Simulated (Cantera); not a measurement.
**Halide evaporation, hydrolysis and transport: NaI + H₂**

Feed: 1 mol NaI, 0.73 mol H₂, at 10.0 mbar.

These are equilibrium values from Cantera (NASA tables, ideal gas, pure condensed phases), not measurements of a reactor. Candidate condensed phases: I₂, Na, NaI; 9 gas species. Gases not in the tables: NaBr and NaI dimers. Equilibrium is a limit: real reactors are often held back by kinetics, nucleation or transport.

| T (°C) | x H₂ | x NaI | x Na | x I | x HI | x H | x NaH | x I₂ | n NaI(s) | n NaI(l) |
|---|---|---|---|---|---|---|---|---|---|---|
| 450 | 1.000 | 1.75e-5 | 1.83e-9 | 4.08e-12 | 1.83e-9 | <1e-12 | <1e-12 | <1e-12 | 1.000 | 0 |
| 550 | 0.999 | 0.000818 | 1.19e-7 | 1.40e-9 | 1.17e-7 | 7.33e-11 | 2.16e-11 | <1e-12 | 0.999 | 0 |
| 650 | 0.984 | 0.0161 | 3.10e-6 | 1.33e-7 | 2.97e-6 | 2.43e-9 | 7.19e-10 | <1e-12 | 0.988 | 0 |
| 750 | 0.869 | 0.131 | 3.69e-5 | 4.50e-6 | 3.24e-5 | 3.86e-8 | 9.86e-9 | 4.33e-11 | 0 | 0.890 |
| 850 | 0.422 | 0.578 | 0.000236 | 7.63e-5 | 0.000159 | 2.77e-7 | 5.19e-8 | 2.48e-9 | 0 | 0 |
| 950 | 0.422 | 0.577 | 0.000725 | 0.000363 | 0.000362 | 1.95e-6 | 1.84e-7 | 1.45e-8 | 0 | 0 |
| 1050 | 0.421 | 0.575 | 0.00198 | 0.00129 | 0.000690 | 1.03e-5 | 5.68e-7 | 5.84e-8 | 0 | 0 |
| 1150 | 0.420 | 0.571 | 0.00487 | 0.00372 | 0.00115 | 4.30e-5 | 1.55e-6 | 1.79e-7 | 0 | 0 |
| 1250 | 0.417 | 0.561 | 0.0108 | 0.00907 | 0.00175 | 0.000149 | 3.75e-6 | 4.51e-7 | 0 | 0 |
| 1350 | 0.412 | 0.544 | 0.0219 | 0.0194 | 0.00247 | 0.000443 | 8.18e-6 | 9.70e-7 | 0 | 0 |
| 1450 | 0.403 | 0.515 | 0.0406 | 0.0373 | 0.00326 | 0.00116 | 1.61e-5 | 1.83e-6 | 0 | 0 |
x: gas mole fraction; n: condensed amount in mol.

From 450 °C to 650 °C the condensed part is NaI(s). At 750 °C the condensed part is NaI(l). From 850 °C to 1450 °C nothing is condensed.
